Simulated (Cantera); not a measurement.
Cantera run:

```python
import numpy as np
import cantera as ct

gas_names = """
    CL CL2 H HCL H2 Si SiCL SiCL2 SiCL3 SiCL4 SiH SiHCL3 SiH2 SiH2CL2 SiH3 SiH3CL SiH4 Si2 Si3
""".split()
cond_names = """
    Si(cr) Si(L)
""".split()


def load(file, names, dense=False):
    # The tables refer to 1 bar. Condensed volumes are neglected.
    table = {s.name: s for s in ct.Species.list_from_file(file)}
    out = []
    for n in names:
        d = dict(table[n].input_data)
        d["thermo"] = dict(d["thermo"], **{"reference-pressure": 1e5})
        if dense:
            d["equation-of-state"] = {"model": "constant-volume", "density": "1e6 g/cm^3"}
        out.append(ct.Species.from_dict(d))
    return out


gas = ct.Solution(thermo="ideal-gas", species=load("nasa_gas.yaml", gas_names))
cond = {s.name: ct.Solution(thermo="fixed-stoichiometry", species=[s], name=s.name)
        for s in load("nasa_condensed.yaml", cond_names, dense=True)}
atoms = {
    'SiH2Cl2': {'Si': 1, 'H': 2, 'CL': 2},
    'HCl': {'H': 1, 'CL': 1},
    'H2': {'H': 2},
}
top_T = {}  # K; cautious upper limits of use, not melting points


def equilibrate(T, P, feed):
    n = {}
    for name, mol in feed.items():
        for a, k in atoms[name].items():
            n[a] = n.get(a, 0.0) + k * mol
    gas.TPX = T, P, n
    mass = sum(n.values()) * gas.mean_molecular_weight
    gas.equilibrate("TP")
    valid = [c for c in cond.values() if c.min_temp <= T <= top_T.get(c.name, c.max_temp)]
    mix = ct.Mixture([(gas, mass / gas.mean_molecular_weight)] + [(c, 0.0) for c in valid])
    mix.T, mix.P = T, P
    mix.equilibrate("TP", solver="vcs", rtol=1e-11, max_steps=5000)
    return mix


results = []
feed = {'SiH2Cl2': 1, 'HCl': 0.61, 'H2': 5.4}  # mol
T = 1873  # K
for P in [100, 270, 720, 1900, 5200, 14000, 37000, 100000]:
    mix = equilibrate(T, P, feed)
    results.append((T, P, feed, dict(zip(mix.species_names, mix.species_moles))))
    x = sorted(zip(gas.X, gas.species_names), reverse=True)
    print(f"T = {T:g} K  P = {P:g} Pa  gas = {mix.phase_moles(0):.4g} mol")
    print("   x: " + "  ".join(f"{s} {v:.3e}" for v, s in x if v > 1e-05))
    print("   condensed (mol): " + ("  ".join(f"{mix.phase(i).name} {mix.phase_moles(i):.4g}"
          for i in range(1, mix.n_phases) if mix.phase_moles(i) > 1e-12) or "none"))
```

It prints:

```
T = 1873 K  P = 100 Pa  gas = 8.177 mol
   x: H2 7.373e-01  HCL 1.476e-01  SiCL2 8.283e-02  H 1.752e-02  Si 8.818e-03  SiCL 2.737e-03  CL 2.658e-03  SiH 2.231e-04  SiCL3 1.671e-04  Si2 6.582e-05  SiH2 3.616e-05  Si3 1.506e-05
   condensed (mol): Si(L) 0.2233
T = 1873 K  P = 270 Pa  gas = 8.093 mol
   x: H2 7.481e-01  HCL 1.499e-01  SiCL2 8.420e-02  H 1.074e-02  Si 3.266e-03  SiCL 1.680e-03  CL 1.631e-03  SiCL3 2.814e-04  SiH 1.368e-04  SiH2 3.669e-05  Si2 2.438e-05
   condensed (mol): Si(L) 0.2743
T = 1873 K  P = 720 Pa  gas = 8.053 mol
   x: H2 7.537e-01  HCL 1.510e-01  SiCL2 8.480e-02  H 6.603e-03  Si 1.225e-03  SiCL 1.032e-03  CL 1.002e-03  SiCL3 4.645e-04  SiH 8.407e-05  SiH2 3.697e-05
   condensed (mol): Si(L) 0.2939
T = 1873 K  P = 1900 Pa  gas = 8.032 mol
   x: H2 7.569e-01  HCL 1.515e-01  SiCL2 8.493e-02  H 4.074e-03  SiCL3 7.563e-04  SiCL 6.359e-04  CL 6.175e-04  Si 4.641e-04  SiH 5.187e-05  SiH2 3.713e-05  SiHCL3 1.418e-05
   condensed (mol): Si(L) 0.3019
T = 1873 K  P = 5200 Pa  gas = 8.019 mol
   x: H2 7.591e-01  HCL 1.514e-01  SiCL2 8.465e-02  H 2.466e-03  SiCL3 1.245e-03  SiCL 3.838e-04  CL 3.726e-04  Si 1.696e-04  SiHCL3 3.866e-05  SiH2 3.724e-05  SiH 3.140e-05  SiCL4 2.589e-05  SiH2CL2 1.073e-05
   condensed (mol): Si(L) 0.3056
T = 1873 K  P = 14000 Pa  gas = 8.009 mol
   x: H2 7.609e-01  HCL 1.509e-01  SiCL2 8.390e-02  SiCL3 2.016e-03  H 1.505e-03  SiCL 2.328e-04  CL 2.261e-04  SiHCL3 1.028e-04  SiCL4 6.846e-05  Si 6.299e-05  SiH2 3.732e-05  SiH2CL2 2.871e-05  SiH 1.916e-05
   condensed (mol): Si(L) 0.3075
T = 1873 K  P = 37000 Pa  gas = 7.998 mol
   x: H2 7.627e-01  HCL 1.498e-01  SiCL2 8.248e-02  SiCL3 3.194e-03  H 9.266e-04  SiHCL3 2.652e-04  SiCL4 1.749e-04  SiCL 1.420e-04  CL 1.379e-04  SiH2CL2 7.476e-05  SiH2 3.741e-05  Si 2.383e-05  SiH 1.180e-05
   condensed (mol): Si(L) 0.3088
T = 1873 K  P = 100000 Pa  gas = 7.982 mol
   x: H2 7.652e-01  HCL 1.477e-01  SiCL2 7.991e-02  SiCL3 5.007e-03  SiHCL3 6.846e-04  H 5.646e-04  SiCL4 4.436e-04  SiH2CL2 1.964e-04  SiCL 8.502e-05  CL 8.256e-05  SiH2 3.753e-05  SiH3CL 1.750e-05
   condensed (mol): Si(L) 0.3104
```

Equilibrium computed with Cantera from the NASA thermochemical tables; the gas is ideal and each condensed phase is pure. The tables' values for SiCl3, SiCl are old estimates; treat these amounts as uncertain. Gases not in the tables: Si2H6 and higher silanes.
